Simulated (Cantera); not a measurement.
# Low-pressure radical oxidation in H2/O2

An isothermal, constant-pressure homogeneous reactor starts with 3.74 % H2, 93.5 % O2, 2.71 % H2O, equivalence ratio 0.020, at 1200 K and 20.0 Torr.

Model: GRI-Mech 3.0 (53 species, 325 reactions), integrated in Cantera. Radical loss at walls, strong at low pressure, is not modelled. The temperature is held fixed by assumption; the heat of reaction is taken as removed at once.

```
t (s)         x H2   x O2       x O    x HO2      x OH   x H2O
--------  --------  -----  --------  -------  --------  ------
0.000600    0.0374  0.935   3.13e-6  7.10e-8   2.12e-6  0.0271
0.00157     0.0102  0.915    0.0145  8.55e-6   0.00524  0.0487
0.00409   0.000694  0.913    0.0185  7.24e-6   0.00301  0.0608
0.0107    0.000372  0.923   0.00972  5.93e-6   0.00220  0.0631
0.0278    0.000116  0.931   0.00302  3.59e-6   0.00123  0.0648
0.0727     2.37e-5  0.933  0.000620  1.42e-6  0.000561  0.0654
0.190      4.37e-6  0.934  0.000116  4.05e-7  0.000244  0.0656
0.495      9.09e-7  0.934   2.46e-5  1.08e-7  0.000112  0.0657
1.29       2.27e-7  0.934   6.21e-6  3.23e-8   5.65e-5  0.0657
3.37       6.58e-8  0.934   1.82e-6  1.32e-8   3.06e-5  0.0658
8.81       2.17e-8  0.934   6.05e-7  9.67e-9   1.76e-5  0.0658
23.0       8.62e-9  0.934   2.42e-7  1.14e-8   1.11e-5  0.0658
60.0       5.54e-9  0.934   1.55e-7  1.33e-8   8.92e-6  0.0658
```
x: mole fraction; the columns are a selection and need not sum to one.

Equilibrium at this temperature and pressure: H2 5.33e-9, O2 0.934, O 1.49e-7, HO2 1.35e-8, OH 8.75e-6, H2O 0.0658 (gas phase only).
